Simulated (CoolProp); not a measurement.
Values from CoolProp's reference Helmholtz-energy equation of state, Younglove 1994. It is a modified Benedict-Webb-Rubin equation, recast in Helmholtz form.

### Question
For R123, give the phase and the density (kg/m³), isothermal compressibility (1/MPa), conductivity (mW/(m K)), Prandtl number at 49.65 °C and 3790 kPa; 226.85 °C and 3790 kPa.

### Answer
- 49.65 °C and 3790 kPa: liquid; density 1410, isothermal compressibility 0.00250, conductivity 71.5, Prandtl number 4.87
- 226.85 °C and 3790 kPa: supercritical; density 203, isothermal compressibility 0.414, conductivity 25.8, Prandtl number 0.967

Viscosity comes from a separate model (Tanaka 1996). Thermal conductivity comes from a separate model (Laesecke 1996).
